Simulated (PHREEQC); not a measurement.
Solution (25 °C): 19 mmol/kgw NH4HF2, 6.2 mmol/kgw (NH4)2SiF6, 1.6 mmol/kgw KF and 0.39 mmol/kgw H2SO4. Closed to the air; pH follows from the charge balance.

All values are PHREEQC results (ion-association model, wateq4f.dat), not measurements.

Precipitation was switched off in this run.

Task: Order these F species by the share of F that they hold, largest first: F-, HF, HF2-, H2F2, SiF6-2.

Result: SiF6-2 (48 %), F- (25 %), HF (21 %), HF2- (3.2 %), H2F2 (1.8 %)

Task: Order these S species by the share of S that they hold, largest first: KSO4-, SO4-2, HSO4-, NH4SO4-.

Result: SO4-2 (81 %), NH4SO4- (16 %), HSO4- (3.2 %), KSO4- (0.44 %)

The pH is 3.16 and the ionic strength 0.0403 mol/kgw. SiF6-2 is the database's only silicon fluoride.
